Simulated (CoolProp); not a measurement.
Vapour-liquid equilibrium of cyclopentane (1) + ethanol (2) at 135.35 °C; x and y are mole fractions of (1).

Values from CoolProp's multi-fluid Helmholtz-energy mixture model, Gedanitz 2015 and Schroeder 2014; pair parameters Bell 2016.

| x | bubble pressure, mixture model (kPa) | bubble pressure, Raoult's law (kPa) | y, mixture model | y, Raoult's law |
|---|---|---|---|---|
| 0.05 | 740.5 | 677.6 | 0.135 | 0.066 |
| 0.15 | 917.9 | 699.9 | 0.360 | 0.191 |
| 0.25 | 1076 | 722.2 | 0.501 | 0.308 |
| 0.35 | 1175 | 744.5 | 0.577 | 0.418 |
| 0.45 | 1219 | 766.9 | 0.614 | 0.522 |
| 0.55 | 1232 | 789.2 | 0.631 | 0.620 |
| 0.65 | 1235 | 811.5 | 0.641 | 0.713 |
| 0.75 | 1228 | 833.8 | 0.659 | 0.800 |
| 0.85 | 1188 | 856.1 | 0.706 | 0.883 |
| 0.95 | 1043 | 878.5 | 0.841 | 0.962 |

The largest gap from Raoult's law is +59.0 % in bubble pressure, at x = 0.45. y crosses x between x = 0.55 and 0.65: the model has an azeotrope there.

The pair parameters rest on a limited set of measurements; away from them the model extrapolates. With so large a gap from Raoult's law the liquid may split in two, which this calculation doesn't test in full.
